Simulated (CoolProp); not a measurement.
Vapour pressure (bar) of R1234ze(Z): the reference equation beside estimates from Tc = 423.3 K, pc = 35.31 bar, ω = 0.327. Clausius-Clapeyron is anchored at 333.7 K with a constant enthalpy of vaporisation of 20.72 kJ/mol.

The numbers come from the reference Helmholtz-energy equation of state, Akasaka 2019 in CoolProp.

```
T (K)  reference  Lee-Kesler  Clausius-Clapeyron  van der Waals  Redlich-Kwong
-----  ---------  ----------  ------------------  -------------  -------------
328.8      4.588       4.635               4.694          11.80          7.017
333.7      5.247       5.301               5.247          12.65          7.818
338.6      5.974       6.036               5.845          13.53          8.680
343.5      6.776       6.845               6.492          14.46          9.606
348.4      7.657       7.731               7.190          15.42          10.60
353.3      8.622       8.701               7.939          16.42          11.65
358.2      9.676       9.757               8.743          17.47          12.78
363.1      10.82       10.91               9.604          18.55          13.98
368        12.07       12.15               10.52          19.67          15.26
372.9      13.43       13.51               11.50          20.84          16.61
377.8      14.89       14.97               12.54          22.05          18.03
382.7      16.48       16.55               13.65          23.30          19.54
387.6      18.18       18.25               14.82          24.59          21.13
392.5      20.03       20.09               16.06          25.92          22.80
397.4      22.01       22.07               17.36          27.30          24.56
```

Absolute difference from the reference over all 15 rows, mean and median: Lee-Kesler 0.7 and 0.8 %, Clausius-Clapeyron 10.9 and 11.2 %, van der Waals 78.6 and 71.4 %, Redlich-Kwong 30.3 and 29.2 %.
